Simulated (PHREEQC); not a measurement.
Model water analysis in mg/L, 20 °C, pH 3.46, pe 10.6:

```csv
constituent,mg/L
Na,199
K,165
Ca,135
Mg,4.3
Cl,159
S(6) as SO4,803
N(5) as NO3,6.4
Fe(3),0.852
```

Cl is adjusted to close the charge balance.
Valence states are taken as typed.

The numbers come from PHREEQC with the ion-association model, phreeqc.dat.

Task: The ionic strength comes out as 0.0279 mol/kgw. What activity coefficients do CaHSO4+, Fe(OH)2+, NaSO4-, KSO4-, FeOH+2 get?

Result: CaHSO4+ 0.86, Fe(OH)2+ 0.86, NaSO4- 0.86, KSO4- 0.86, FeOH+2 0.54.

This is a speciation only: nothing precipitates in the calculation. Examples of supersaturated solids here: Jarosite-K, Hematite (slow to form). Others may be too.
